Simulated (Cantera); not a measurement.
# Equilibrium for abatement and gas-phase synthesis: H₂S + SO₂ + H₂

Feed: 1 mol H₂S, 0.15 mol SO₂, 11 mol H₂, at 10000 Pa.

Cantera equilibrium calculation (NASA polynomials, part measured and part estimated; ideal gas, pure solids and liquids). Candidate condensed phases: H₂O, H₂SO₄, S; 34 gas species. Ions and electrons are included (thermal ionisation). The numbers say what is thermodynamically allowed, not how fast it happens.

From 2000 K to 5000 K nothing is condensed.

```
T (K)      x H     x H₂      x S     x H₂S      x S₂     x H₂O      x SH       x O
-----  -------  -------  -------  --------  --------  --------  --------  --------
2000   0.00489    0.905  0.00163    0.0273    0.0261    0.0238    0.0110   5.08e-8
2250    0.0222    0.890  0.00688    0.0145    0.0254    0.0227    0.0176   1.46e-6
2500    0.0728    0.838   0.0190   0.00722    0.0188    0.0204    0.0217   2.09e-5
2750     0.184    0.726   0.0356   0.00304   0.00974    0.0167    0.0201  0.000183
3000     0.369    0.547   0.0471  0.000983   0.00347    0.0116    0.0135   0.00107
3250     0.589    0.337   0.0496  0.000246  0.000996   0.00554   0.00712   0.00401
3500     0.766    0.168   0.0481   5.25e-5  0.000294   0.00146   0.00330   0.00810
3750     0.865   0.0744   0.0466   1.10e-5  0.000101  0.000258   0.00151    0.0104
4000     0.909   0.0325   0.0458   2.54e-6   4.02e-5   4.39e-5  0.000729    0.0113
4250     0.927   0.0149   0.0454   6.67e-7   1.81e-5   8.39e-6  0.000376    0.0116
4500     0.935  0.00732   0.0453   2.00e-7   9.00e-6   1.86e-6  0.000207    0.0117
4750     0.939  0.00384   0.0452   6.74e-8   4.81e-6   4.79e-7  0.000121    0.0117
5000     0.941  0.00214   0.0451   2.52e-8   2.74e-6   1.40e-7   7.41e-5    0.0118
```
x: gas mole fraction; nothing condenses.
